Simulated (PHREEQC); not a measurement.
A solution holds 0.053 mol HF, 0.0036 mol NH4F and 3.1e-05 mol H4SiO4 per kg of water, at 25 °C. Closed to the air; pH follows from the charge balance.

Model: ion-association model, wateq4f.dat, run in PHREEQC.

Precipitation was switched off in this run.

Task: Order these F species by the share of F that they hold, largest first: SiF6-2, HF2-, HF, H2F2, F-.

Result: HF (69 %), H2F2 (14 %), F- (12 %), HF2- (3.7 %), SiF6-2 (0.33 %)

The pH is 2.38 and the ionic strength 0.00813 mol/kgw. wateq4f.dat counts part of the HF as a dimer, H2F2, which phreeqc.dat doesn't know; its constant is uncertain. SiF6-2 is the database's only silicon fluoride.
